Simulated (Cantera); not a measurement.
An isothermal, constant-pressure homogeneous reactor starts with 56.8 % NH3, 43.2 % N2, at 1575 K and 100.0 Torr.

Cantera simulation using the gas-phase N/H chemistry of the illustrative SiF4/NH3 mechanism in the Surface Chemkin manual (1991); the numbers are that mechanism's predictions, not measurements. Walls and surfaces, which speed up NH3 decomposition in real reactors, are not modelled.

**Question.** Predict: x(NH3) at 30.0 s; x(N) at 30.0 s; x(N2) at 30.0 s; x(H2) at 30.0 s; x(N2H4) at 30.0 s; x(H) at 30.0 s.

**Answer.** 
```json
{
  "x(NH3) at 30.0 s": "0.265 (gas-phase equilibrium 1.78e-6)",
  "x(N) at 30.0 s": "1.26e-8 (gas-phase equilibrium <1e-12)",
  "x(N2) at 30.0 s": "0.445 (gas-phase equilibrium 0.457)",
  "x(H2) at 30.0 s": "0.290 (gas-phase equilibrium 0.543)",
  "x(N2H4) at 30.0 s": "1.26e-8 (gas-phase equilibrium <1e-12)",
  "x(H) at 30.0 s": "2.31e-5 (gas-phase equilibrium 8.45e-5)"
}
```
